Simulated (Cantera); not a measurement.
# Low-pressure radical oxidation in H2/O2

An isothermal, constant-pressure homogeneous reactor starts with 7.02 % H2, 58.5 % O2, 34.5 % N2, equivalence ratio 0.060, at 1450 K and 0.0180 bar.

Detailed kinetics in Cantera: GRI-Mech 3.0 (53 species, 325 reactions). Radical loss at walls, strong at low pressure, is not modelled. The temperature is held fixed by assumption; the heat of reaction is taken as removed at once.

| t (s) | x H2 | x O2 | x NO2 | x NO | x OH | x H2O2 | x N2O |
|---|---|---|---|---|---|---|---|
| 8.00e-5 | 0.0702 | 0.585 | <1e-12 | <1e-12 | 1.94e-7 | 3.67e-10 | <1e-12 |
| 0.000174 | 0.0702 | 0.585 | <1e-12 | <1e-12 | 1.59e-6 | 1.63e-9 | <1e-12 |
| 0.000380 | 0.0699 | 0.585 | <1e-12 | <1e-12 | 9.61e-5 | 6.69e-9 | 1.34e-12 |
| 0.000828 | 0.00752 | 0.538 | <1e-12 | 1.20e-8 | 0.0110 | 1.11e-7 | 7.81e-10 |
| 0.00180 | 0.00219 | 0.531 | 2.51e-12 | 1.16e-7 | 0.00815 | 7.30e-8 | 4.23e-9 |
| 0.00393 | 0.00211 | 0.533 | 7.28e-12 | 3.27e-7 | 0.00801 | 7.27e-8 | 5.54e-9 |
| 0.00857 | 0.00193 | 0.537 | 1.69e-11 | 7.13e-7 | 0.00769 | 7.21e-8 | 5.87e-9 |
| 0.0187 | 0.00160 | 0.543 | 3.51e-11 | 1.30e-6 | 0.00704 | 6.98e-8 | 6.43e-9 |
| 0.0407 | 0.00108 | 0.552 | 6.72e-11 | 1.91e-6 | 0.00582 | 6.30e-8 | 7.65e-9 |
| 0.0887 | 0.000512 | 0.561 | 1.27e-10 | 2.27e-6 | 0.00405 | 4.81e-8 | 1.01e-8 |
| 0.193 | 0.000167 | 0.567 | 2.50e-10 | 2.40e-6 | 0.00232 | 2.90e-8 | 1.37e-8 |
| 0.421 | 4.42e-5 | 0.569 | 4.50e-10 | 2.44e-6 | 0.00120 | 1.43e-8 | 1.74e-8 |
| 0.918 | 1.16e-5 | 0.569 | 6.91e-10 | 2.46e-6 | 0.000614 | 6.41e-9 | 1.88e-8 |
| 2.00 | 3.44e-6 | 0.570 | 1.12e-9 | 2.47e-6 | 0.000334 | 2.87e-9 | 1.67e-8 |
x: mole fraction; the columns are a selection and need not sum to one.

Equilibrium at this temperature and pressure: H2 6.85e-7, O2 0.569, NO2 1.46e-6, NO 0.00106, OH 0.000149, H2O2 1.13e-9, N2O 5.96e-9 (gas phase only).
